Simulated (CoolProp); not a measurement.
A single-stage vapour-compression cycle with the fluid: evaporating at 320.15 K (dew point), condensing at 366.15 K (bubble point), superheat 2 K, subcooling 5 K, compressor efficiency 0.7, no pressure losses. The same conditions are run with several fluids, on thermodynamics alone (safety and materials aside).

Values from CoolProp's reference Helmholtz-energy equation of state of each fluid (R1336mzz(Z): McLinden 2020; tetrahydrofuran: Fiedler 2023; ethanol: Schroeder 2014; n-pentane: Thol 2019; R113: Marx 1992; cyclopropane: Polt 1992). The equations of Platzer and Polt are older, rougher fits.

Problem. Rank R1336mzz(Z), tetrahydrofuran, ethanol, n-pentane, R113, cyclopropane by cooling COP, highest first.

Solution. ethanol (4.43), tetrahydrofuran (4.40), R113 (4.11), n-pentane (4.01), R1336mzz(Z) (3.86), cyclopropane (3.69)

```tsv
fluid	pressure ratio	discharge temperature (K)	refrigerating effect (kJ/kg)	volumetric capacity (kJ/m³)
R1336mzz(Z)	3.68	366.2	106	1130
tetrahydrofuran	4.30	387.4	355	511
ethanol	6.90	429.7	782	346
n-pentane	3.48	366.2	248	1030
R113	3.71	366.2	106	770
cyclopropane	2.56	385.1	260	6290
```

The compression ends wet for: R1336mzz(Z); n-pentane; R113.
